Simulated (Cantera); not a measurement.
Adiabatic ignition

An adiabatic, constant-pressure homogeneous reactor starts with CH₄ : O₂ : N₂ : CO₂ = 1 : 1.25 : 4.7 : 0.17 (molar parts), equivalence ratio 1.6, at 1575 K and 51000 Pa.

Computed with Cantera and GRI-Mech 3.0 (53 species, 325 reactions).

```json
[
 {"t (s)": "6.00e-6", "T (K)": "1575", "x CH₄": "0.140", "x O₂": "0.176", "x C₂H": "<1e-12", "x O": "1.34e-8", "x N₂O": "1.19e-12", "x OH": "2.50e-8"},
 {"t (s)": "2.73e-5", "T (K)": "1575", "x CH₄": "0.140", "x O₂": "0.176", "x C₂H": "<1e-12", "x O": "2.14e-8", "x N₂O": "1.72e-11", "x OH": "5.57e-8"},
 {"t (s)": "0.000124", "T (K)": "1575", "x CH₄": "0.140", "x O₂": "0.176", "x C₂H": "<1e-12", "x O": "7.97e-8", "x N₂O": "2.39e-10", "x OH": "2.43e-7"},
 {"t (s)": "0.000565", "T (K)": "1579", "x CH₄": "0.138", "x O₂": "0.174", "x C₂H": "<1e-12", "x O": "7.66e-7", "x N₂O": "2.34e-9", "x OH": "2.42e-6"},
 {"t (s)": "0.00257", "T (K)": "2646", "x CH₄": "<1e-12", "x O₂": "0.00129", "x C₂H": "<1e-12", "x O": "0.00153", "x N₂O": "5.18e-8", "x OH": "0.00957"},
 {"t (s)": "0.0117", "T (K)": "2647", "x CH₄": "<1e-12", "x O₂": "0.00115", "x C₂H": "<1e-12", "x O": "0.00138", "x N₂O": "6.26e-8", "x OH": "0.00909"},
 {"t (s)": "0.0531", "T (K)": "2647", "x CH₄": "<1e-12", "x O₂": "0.00115", "x C₂H": "<1e-12", "x O": "0.00137", "x N₂O": "6.43e-8", "x OH": "0.00906"},
 {"t (s)": "0.242", "T (K)": "2647", "x CH₄": "<1e-12", "x O₂": "0.00115", "x C₂H": "<1e-12", "x O": "0.00137", "x N₂O": "6.43e-8", "x OH": "0.00906"},
 {"t (s)": "1.10", "T (K)": "2647", "x CH₄": "<1e-12", "x O₂": "0.00115", "x C₂H": "<1e-12", "x O": "0.00137", "x N₂O": "6.43e-8", "x OH": "0.00906"},
 {"t (s)": "5.00", "T (K)": "2647", "x CH₄": "<1e-12", "x O₂": "0.00115", "x C₂H": "<1e-12", "x O": "0.00137", "x N₂O": "6.43e-8", "x OH": "0.00906"}
]
```
x: mole fraction; the columns are a selection and need not sum to one.

```
Property                                                            Result
---------------------------------  ---------------------------------------
time of steepest temperature rise                                  1.21 ms
temperature at 5.00 s                                               2647 K
equilibrium temperature                                             2647 K
x(CH₄) at 5.00 s                     <1e-12 (gas-phase equilibrium <1e-12)
x(O₂) at 5.00 s                    0.00115 (gas-phase equilibrium 0.00115)
x(C₂H) at 5.00 s                     <1e-12 (gas-phase equilibrium <1e-12)
```
